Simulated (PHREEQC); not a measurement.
Consider water at 25 °C with 0.0025 mol/kgw NaHS, 0.096 mol/kgw NaOH, 0.0026 mol/kgw ZnCl2 and 0.15 mol/kgw HF. Closed to the air; pH follows from the charge balance.

All values are PHREEQC results (ion-association model, phreeqc.dat), not measurements.

No solid was allowed to form.

Task: What pH does the model give?

Result: pH 3.35.

Task: In which forms is Zn present?

Result: Zn(HS)2 44 %, Zn+2 39 %, ZnF+ 17 % of the Zn.

The solution is supersaturated, for example in Sphalerite (slow to form), so a real one may precipitate; this is no full list.
